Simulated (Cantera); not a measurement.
Cantera run:

```python
import numpy as np
import cantera as ct

gas_names = """
    C CO CO2 C2 C2O C3 C3O2 C4 C5 O O2 O3 Pb PbO Pb2
""".split()
cond_names = """
    C(gr) Pb(cr) Pb(L) PbO(rd) PbO(yw) PbO(L) PbO2(s) Pb3O4(s)
""".split()


# ... load() reads the species with a 1 bar reference pressure and builds the phases ...
atoms = {
    'PbO': {'Pb': 1, 'O': 1},
    'CO': {'C': 1, 'O': 1},
}
top_T = {'C(gr)': 4500, 'Pb3O4(s)': 820}  # K; cautious upper limits of use, not melting points


# ... equilibrate(T, P, feed) seeds the gas with the atoms and calls Mixture.equilibrate('TP', solver="vcs", rtol=1e-11, max_steps=5000) ...
results = []
feed = {'PbO': 1, 'CO': 1.4}  # mol
T = 800  # K
for P in [10, 42, 180, 750, 3200, 13000, 56000, 240000, 1000000]:
    mix = equilibrate(T, P, feed)
    results.append((T, P, feed, dict(zip(mix.species_names, mix.species_moles))))

top = {s: max(r[3][s] / sum(r[3][g] for g in gas_names) for r in results) for s in gas_names}
cols = sorted((s for s in top if top[s] > 1e-05), key=lambda s: -top[s])[:5]
seen = [c for c in cond_names if any(r[3].get(c, 0) > 1e-12 for r in results)]
print("log10 of partial pressures in bar; condensed amounts in mol")
print(f"{'P/Pa':>10s}" + "".join(f"{s[:9]:>10s}" for s in cols + seen))
for T, P, feed, n in results:
    ng = sum(n[g] for g in gas_names)
    print(f"{P:10.4g}" + "".join(f"{np.log10(max(n[s] / ng * P / 1e5, 1e-99)):10.3f}" for s in cols)
          + "".join(f"{n.get(c, 0):10.4g}" for c in seen))
```

Result:

```
log10 of partial pressures in bar; condensed amounts in mol
      P/Pa       CO2        CO        Pb     C(gr)     Pb(L)
        10    -4.146    -4.544    -7.212         0    0.9991
        42    -3.523    -3.921    -7.212         0    0.9998
       180    -2.891    -3.289    -7.212         0         1
       750    -2.271    -2.669    -7.212         0         1
      3200    -1.641    -2.039    -7.212         0         1
   1.3e+04    -1.007    -1.501    -7.212   0.03414         1
   5.6e+04    -0.310    -1.152    -7.212    0.1195         1
   2.4e+05     0.352    -0.821    -7.212     0.161         1
     1e+06     0.986    -0.504    -7.212    0.1809         1
```

Cantera equilibrium calculation (NASA polynomials, part measured and part estimated; ideal gas, pure solids and liquids).
